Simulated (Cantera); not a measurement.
Si + HF + H₂ (silicon etching in halogen gases)

Input: 1 mol Si, 4 mol HF, 0.87 mol H₂, equilibrated at 13000 Pa.

These are equilibrium values from Cantera (NASA tables, ideal gas, pure condensed phases), not measurements of a reactor. Candidate condensed phases: Si; 25 gas species. The tables' values for SiF₃, SiF₂ are old estimates; treat these amounts as uncertain. Rates play no part.

| T (K) | log p H₂ | log p SiF₄ | log p HF | log p SiF₃ | log p SiHF₃ | log p SiF₂ |
|---|---|---|---|---|---|---|
| 1050 | -1.02 | -1.48 | -3.90 | -5.33 | -3.92 | -8.93 |
| 1100 | -1.02 | -1.48 | -3.74 | -4.91 | -3.77 | -8.18 |
| 1150 | -1.02 | -1.48 | -3.59 | -4.55 | -3.64 | -7.51 |
| 1200 | -1.02 | -1.48 | -3.45 | -4.21 | -3.53 | -6.91 |
| 1250 | -1.02 | -1.48 | -3.31 | -3.92 | -3.44 | -6.37 |
| 1300 | -1.02 | -1.48 | -3.17 | -3.65 | -3.36 | -5.89 |
| 1350 | -1.02 | -1.49 | -3.04 | -3.41 | -3.29 | -5.46 |
| 1400 | -1.02 | -1.49 | -2.91 | -3.20 | -3.24 | -5.08 |
| 1450 | -1.02 | -1.50 | -2.78 | -3.01 | -3.21 | -4.74 |
| 1500 | -1.02 | -1.50 | -2.66 | -2.85 | -3.18 | -4.43 |
| 1550 | -1.03 | -1.52 | -2.54 | -2.70 | -3.16 | -4.16 |
log p: log10 of the partial pressure in bar; nothing condenses.

From 1050 K to 1550 K nothing is condensed. The main Si-bearing gas is SiF₄ throughout.
